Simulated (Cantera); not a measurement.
Feed: 1 mol Si, 2.7 mol Br2, held at 630 Pa.

These are equilibrium values from Cantera (NASA tables, ideal gas, pure condensed phases), not measurements of a reactor. Candidate condensed phases: Br2, Si; 9 gas species. The tables' values for SiBr3 are old estimates; treat these amounts as uncertain. Rates play no part.

x: gas mole fraction; nothing condenses.

```
T (K)  x SiBr4   x Br   x Br2   x SiBr3  x SiBr2
-----  -------  -----  ------  --------  -------
1125     0.545  0.149   0.307   1.82e-5      ___
1150     0.535  0.180   0.285   3.13e-5      ___
1175     0.525  0.214   0.261   5.29e-5      ___
1200     0.514  0.251   0.235   8.80e-5      ___
1225     0.503  0.289   0.208  0.000145      ___
1250     0.492  0.327   0.181  0.000235      ___
1275     0.481  0.364   0.155  0.000380      ___
1300     0.470  0.400   0.130  0.000608      ___
1325     0.460  0.432   0.107  0.000967      ___
1350     0.451  0.460  0.0875   0.00153      ___
1375     0.442  0.485  0.0704   0.00240      ___
1400     0.433  0.506  0.0563   0.00373      ___
1425     0.424  0.524  0.0447   0.00572      ___
1450     0.412  0.540  0.0356   0.00862      ___
```

**Question.** Complete the blanks.

**Answer.** 
- 1125, x SiBr2: 6.35e-8
- 1150, x SiBr2: 1.65e-7
- 1175, x SiBr2: 4.16e-7
- 1200, x SiBr2: 1.03e-6
- 1225, x SiBr2: 2.49e-6
- 1250, x SiBr2: 5.94e-6
- 1275, x SiBr2: 1.40e-5
- 1300, x SiBr2: 3.27e-5
- 1325, x SiBr2: 7.56e-5
- 1350, x SiBr2: 0.000173
- 1375, x SiBr2: 0.000392
- 1400, x SiBr2: 0.000874
- 1425, x SiBr2: 0.00191
- 1450, x SiBr2: 0.00407
